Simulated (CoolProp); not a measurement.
50 sccm (0 °C, 1 atm) of nitrogen bubbles through liquid n-octane at 299.5 K and leaves saturated at a total pressure of 0.0276 MPa (ideal gas phase). Each further row changes one setting.

Values from CoolProp's reference Helmholtz-energy equation of state, Beckmüller 2019.

```
case                       vapour pressure (kPa)  mole fraction of vapour  delivery (mg/min)  delivery (sccm)  change of delivery for a bath 1 K warmer (%)
-------------------------  ---------------------  -----------------------  -----------------  ---------------  --------------------------------------------
as stated                                   2.02                   0.0732               20.1             3.95                                           6.2
bath temperature 304.5 K                    2.66                   0.0962         (withheld)             5.32                                           6.1
total pressure 0.0552 MPa                   2.02                   0.0366         (withheld)       (withheld)                                           5.9
```

### Question
Complete the blanks.

### Answer

- bath temperature 304.5 K, delivery (mg/min): 27.1
- total pressure 0.0552 MPa, delivery (mg/min): 9.68
- total pressure 0.0552 MPa, delivery (sccm): 1.90
